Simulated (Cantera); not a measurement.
A closed system holds: 1 mol CO, 1.5 mol H₂, equilibrated at 923 K and 0.000290 bar.

These are equilibrium values from Cantera (NASA tables, ideal gas, pure condensed phases), not measurements of a reactor. Candidate condensed phases: C, C₆H₆, C₇H₈, C₈H₁₈, H₂O; 110 gas species. Rates play no part.

Base state: H₂ 0.600, CO 0.400, CO₂ 0.000146, H₂O 0.000107, CH₄ 2.43e-5 (mole fractions); condensed: C(graphite).

### Question
What changes in the equilibrium state with this change: CO replaced by C₃H₆?

### Answer
```json
[
 {"species": "H₂", "before": "0.600", "after": "1.000"},
 {"species": "CH₄", "before": "2.43e-5", "after": "6.75e-5"},
 {"species": "CO", "before": "0.400", "after": "0"},
 {"species": "CO₂", "before": "0.000146", "after": "0"},
 {"species": "H₂O", "before": "0.000107", "after": "0"},
 {"species": "C(graphite), mol", "before": "0.000573", "after": "3.00"}
]
```
